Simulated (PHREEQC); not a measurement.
1 kg of water holding 74 mmol/kgw Na2SO4 meets 20 L of dry gas (CO2 1 by moles) at fixed total pressure, at 5 atm; fugacities by Peng-Robinson. The gases take part in no redox reaction, some water evaporates into the gas, and hydrates or a liquid gas phase aren't modelled. Nothing may precipitate in this run.

Model: ion-association model, phreeqc.dat, run in PHREEQC.

| T (°C) | dissolved CO2 (all carbonate carbon) (mol/kgw) | φ of CO2 | pH |
|---|---|---|---|
| 10 | 0.248 | 0.968 | 3.69 |
| 20 | 0.181 | 0.971 | 3.75 |
| 30 | [?] | 0.974 | 3.81 |
| 40 | [?] | 0.976 | [?] |
| 50 | [?] | 0.979 | 3.95 |
| 60 | [?] | 0.981 | 4.03 |
| 70 | [?] | 0.982 | 4.12 |
| 80 | 0.0545 | 0.984 | [?] |
| 90 | 0.0469 | 0.986 | 4.32 |

Question: Fill in the missing entries.

Answer: 
- 30, dissolved CO2 (all carbonate carbon) (mol/kgw): 0.139
- 40, dissolved CO2 (all carbonate carbon) (mol/kgw): 0.110
- 40, pH: 3.87
- 50, dissolved CO2 (all carbonate carbon) (mol/kgw): 0.0895
- 60, dissolved CO2 (all carbonate carbon) (mol/kgw): 0.0747
- 70, dissolved CO2 (all carbonate carbon) (mol/kgw): 0.0635
- 80, pH: 4.22

Constants without temperature data keep their 25 °C values here.
